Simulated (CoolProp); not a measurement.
C2F6 (R116) along the isotherm 44.35 °C: Z from the reference equation and from simpler models built on Tc = 19.9 °C, pc = 3.048 MPa, ω = 0.257; each cubic takes its own stable root.

The numbers come from the reference Helmholtz-energy equation of state, Lemmon 2006 in CoolProp. It is a short technical equation, of lower accuracy than the large ones.

```tsv
p (MPa)	phase	reference
0.0964	gas	0.9920
0.156	gas	0.9870
0.252	gas	0.9788
0.406	gas	0.9656
0.657	gas	0.9435
1.06	gas	0.9065
1.71	gas	0.8423
2.77	gas	0.7219
4.47	supercritical	0.4739
7.23	supercritical	0.4134
11.7	supercritical	0.5662
18.9	supercritical	0.8216
30.5	supercritical	1.214
```

**Question.** How far does each simpler model (van der Waals, Redlich-Kwong, Peng-Robinson) lie from the reference over these 13 states: mean and median of the absolute difference, and the worst?

**Answer.** 
- van der Waals: mean 8.9 %, median 0.2 %, worst +28.3 % at 44.35 °C and 30.5 MPa
- Redlich-Kwong: mean 1.8 %, median 0.6 %, worst +6.4 % at 44.35 °C and 7.23 MPa
- Peng-Robinson: mean 2.4 %, median 1.4 %, worst -9.1 % at 44.35 °C and 30.5 MPa
